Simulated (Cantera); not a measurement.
A Cantera script and what it prints.

```python
import numpy as np
import cantera as ct

gas_names = """
    Cu CuO Cu2 H HO2 H2 H2O H2O2 O OH O2 O3
""".split()
cond_names = """
    Cu(cr) Cu(L) CuO(s) CuO2H2(s) Cu2O(s) Cu2O(L) H2O(s) H2O(L)
""".split()


def load(file, names, dense=False):
    # The tables refer to 1 bar. Condensed volumes are neglected.
    table = {s.name: s for s in ct.Species.list_from_file(file)}
    out = []
    for n in names:
        d = dict(table[n].input_data)
        d["thermo"] = dict(d["thermo"], **{"reference-pressure": 1e5})
        if dense:
            d["equation-of-state"] = {"model": "constant-volume", "density": "1e6 g/cm^3"}
        out.append(ct.Species.from_dict(d))
    return out


gas = ct.Solution(thermo="ideal-gas", species=load("nasa_gas.yaml", gas_names))
cond = {s.name: ct.Solution(thermo="fixed-stoichiometry", species=[s], name=s.name)
        for s in load("nasa_condensed.yaml", cond_names, dense=True)}
atoms = {
    'CuO': {'Cu': 1, 'O': 1},
    'H2': {'H': 2},
}
top_T = {'CuO(s)': 1390}  # K; cautious upper limits of use, not melting points


def equilibrate(T, P, feed):
    n = {}
    for name, mol in feed.items():
        for a, k in atoms[name].items():
            n[a] = n.get(a, 0.0) + k * mol
    gas.TPX = T, P, n
    mass = sum(n.values()) * gas.mean_molecular_weight
    gas.equilibrate("TP")
    valid = [c for c in cond.values() if c.min_temp <= T <= top_T.get(c.name, c.max_temp)]
    mix = ct.Mixture([(gas, mass / gas.mean_molecular_weight)] + [(c, 0.0) for c in valid])
    mix.T, mix.P = T, P
    mix.equilibrate("TP", solver="vcs", rtol=1e-11, max_steps=5000)
    return mix


results = []
feed = {'CuO': 1, 'H2': 3.2}  # mol
P = 82000  # Pa
for T in [1248, 1298, 1348, 1398, 1448, 1498, 1548, 1598, 1648, 1698, 1748, 1798, 1848, 1898]:
    mix = equilibrate(T, P, feed)
    results.append((T, P, feed, dict(zip(mix.species_names, mix.species_moles))))

top = {s: max(r[3][s] / sum(r[3][g] for g in gas_names) for r in results) for s in gas_names}
cols = sorted((s for s in top if top[s] > 0.001), key=lambda s: -top[s])[:7]
seen = [c for c in cond_names if any(r[3].get(c, 0) > 1e-12 for r in results)]
print("log10 of partial pressures in bar; condensed amounts in mol")
print(f"{'T/K':>10s}" + "".join(f"{s[:9]:>10s}" for s in cols + seen))
for T, P, feed, n in results:
    ng = sum(n[g] for g in gas_names)
    print(f"{T:10.4g}" + "".join(f"{np.log10(max(n[s] / ng * P / 1e5, 1e-99)):10.3f}" for s in cols)
          + "".join(f"{n.get(c, 0):10.4g}" for c in seen))
```

Result:

```
log10 of partial pressures in bar; condensed amounts in mol
       T/K        H2       H2O        Cu    Cu(cr)     Cu(L)
      1248    -0.249    -0.591    -7.356         1         0
      1298    -0.249    -0.591    -6.822         1         0
      1348    -0.249    -0.591    -6.329         1         0
      1398    -0.249    -0.591    -5.887         0         1
      1448    -0.249    -0.591    -5.479         0         1
      1498    -0.249    -0.591    -5.100         0         1
      1548    -0.249    -0.591    -4.745         0    0.9999
      1598    -0.249    -0.591    -4.413         0    0.9998
      1648    -0.249    -0.591    -4.102         0    0.9997
      1698    -0.249    -0.591    -3.810         0    0.9994
      1748    -0.249    -0.592    -3.536         0    0.9989
      1798    -0.249    -0.592    -3.276         0    0.9979
      1848    -0.250    -0.592    -3.032         0    0.9964
      1898    -0.250    -0.592    -2.801         0    0.9938
```

Method: chemical equilibrium by Gibbs-energy minimisation in Cantera with the NASA 1993 tables (ideal gas, pure condensed phases).
